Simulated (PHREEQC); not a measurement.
Dissolve 0.0094 mol/kgw H2SO4 and 0.00058 mol/kgw MnSO4 at 25 °C. Closed to the air; pH follows from the charge balance.

All values are PHREEQC results (ion-association model, phreeqc.dat), not measurements.

```json
{
 "pH": "1.90",
 "ionic_strength": "0.0211 mol/kgw",
 "specific_conductance": "5510 µS/cm",
 "total_alkalinity": "-18.8 meq/kg"
}
```

```
species  molality  activity   log γ
-------  --------  --------  ------
H+         0.0144    0.0127  -0.052
SO4-2     0.00540   0.00311  -0.240
HSO4-     0.00444   0.00385  -0.061
Mn+2     0.000438  0.000258  -0.230
MnSO4    0.000142  0.000142   0.002
```

No solid was allowed to form.
